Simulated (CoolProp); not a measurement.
Acetone along the isobar 0.535 MPa: Z from the reference equation and from simpler models built on Tc = 508.1 K, pc = 4.692 MPa, ω = 0.307; each cubic takes its own stable root.

Model: reference Helmholtz-energy equation of state, Lemmon 2006, in CoolProp. It is a short technical equation, of lower accuracy than the large ones.

```csv
T (K),phase,reference
399.2,gas,0.8764
404.4,gas,0.8837
409.7,gas,0.8905
415,gas,0.8966
420.2,gas,0.9022
425.5,gas,0.9074
430.8,gas,0.9121
436.1,gas,0.9165
441.3,gas,0.9205
446.6,gas,0.9243
451.9,gas,0.9278
457.1,gas,0.9311
462.4,gas,0.9341
467.7,gas,0.9370
472.9,gas,0.9396
```

Q: How far does each simpler model (van der Waals, Redlich-Kwong, Soave-Redlich-Kwong, Peng-Robinson) lie from the reference over these 15 states: mean and median of the absolute difference, and the worst?

A: 
- van der Waals: mean 3.9 %, median 3.5 %, worst +6.9 % at 399.2 K and 0.535 MPa
- Redlich-Kwong: mean 2.5 %, median 2.3 %, worst +4.8 % at 399.2 K and 0.535 MPa
- Soave-Redlich-Kwong: mean 1.9 %, median 1.7 %, worst +3.7 % at 399.2 K and 0.535 MPa
- Peng-Robinson: mean 1.4 %, median 1.2 %, worst +3.1 % at 399.2 K and 0.535 MPa
